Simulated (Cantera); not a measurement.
Premixed flame

A freely propagating, adiabatic, planar premixed flame of 60.5 % H₂, 8.33 % O₂, 31.2 % N₂, equivalence ratio 3.6, unburnt at 675 K and 760 Torr; mixture-averaged transport, grid criteria slope 0.08 and curve 0.16, no radiation.

Model: the H2/O2 subset of GRI-Mech 3.0, which has no nitrogen chemistry, integrated in Cantera. Burning velocities carry a grid error of a few per cent, more on coarse grids.

```json
[
 {"z (mm)": "-1.63", "T (K)": "675", "u (m/s)": "8.83", "x H₂": "0.605", "x O₂": "0.0833", "x H": "<1e-8", "x HO₂": "<1e-8", "x H₂O": "<1e-8", "x OH": "<1e-8"},
 {"z (mm)": "-1.09", "T (K)": "675", "u (m/s)": "8.83", "x H₂": "0.605", "x O₂": "0.0833", "x H": "<1e-8", "x HO₂": "<1e-8", "x H₂O": "<1e-8", "x OH": "<1e-8"},
 {"z (mm)": "-0.815", "T (K)": "675", "u (m/s)": "8.83", "x H₂": "0.605", "x O₂": "0.0833", "x H": "<1e-8", "x HO₂": "6.66e-8", "x H₂O": "<1e-8", "x OH": "<1e-8"},
 {"z (mm)": "-0.543", "T (K)": "675", "u (m/s)": "8.83", "x H₂": "0.605", "x O₂": "0.0833", "x H": "1.10e-6", "x HO₂": "4.05e-6", "x H₂O": "1.12e-6", "x OH": "<1e-8"},
 {"z (mm)": "-0.272", "T (K)": "709", "u (m/s)": "9.23", "x H₂": "0.600", "x O₂": "0.0828", "x H": "0.000703", "x HO₂": "0.000159", "x H₂O": "0.00200", "x OH": "5.13e-5"},
 {"z (mm)": "-0.136", "T (K)": "882", "u (m/s)": "11.3", "x H₂": "0.575", "x O₂": "0.0769", "x H": "0.00859", "x HO₂": "0.000101", "x H₂O": "0.0188", "x OH": "0.000247"},
 {"z (mm)": "0", "T (K)": "1187", "u (m/s)": "14.8", "x H₂": "0.503", "x O₂": "0.0482", "x H": "0.0392", "x HO₂": "4.67e-5", "x H₂O": "0.0805", "x OH": "0.000786"},
 {"z (mm)": "0.136", "T (K)": "1396", "u (m/s)": "17.4", "x H₂": "0.444", "x O₂": "0.0129", "x H": "0.0650", "x HO₂": "1.20e-5", "x H₂O": "0.149", "x OH": "0.000967"},
 {"z (mm)": "0.272", "T (K)": "1487", "u (m/s)": "18.5", "x H₂": "0.430", "x O₂": "0.00230", "x H": "0.0673", "x HO₂": "2.04e-6", "x H₂O": "0.170", "x OH": "0.000842"},
 {"z (mm)": "0.543", "T (K)": "1573", "u (m/s)": "19.4", "x H₂": "0.434", "x O₂": "0.000123", "x H": "0.0587", "x HO₂": "1.04e-7", "x H₂O": "0.175", "x OH": "0.000857"},
 {"z (mm)": "1.09", "T (K)": "1660", "u (m/s)": "20.4", "x H₂": "0.443", "x O₂": "1.47e-5", "x H": "0.0464", "x HO₂": "1.52e-8", "x H₂O": "0.177", "x OH": "0.000857"},
 {"z (mm)": "2.17", "T (K)": "1746", "u (m/s)": "21.3", "x H₂": "0.452", "x O₂": "8.01e-6", "x H": "0.0338", "x HO₂": "<1e-8", "x H₂O": "0.178", "x OH": "0.000770"},
 {"z (mm)": "4.35", "T (K)": "1816", "u (m/s)": "22.0", "x H₂": "0.460", "x O₂": "4.15e-6", "x H": "0.0231", "x HO₂": "<1e-8", "x H₂O": "0.179", "x OH": "0.000614"}
]
```
x: mole fraction of selected species; z is measured from the peak of heat release.

* **laminar burning velocity**: 883 cm/s
* **thermal thickness**: 0.543 mm
* **peak x(H)**: 0.0679
* **peak x(HO₂)**: 0.000159
* **peak x(OH)**: 0.00101
* **grid points**: 136
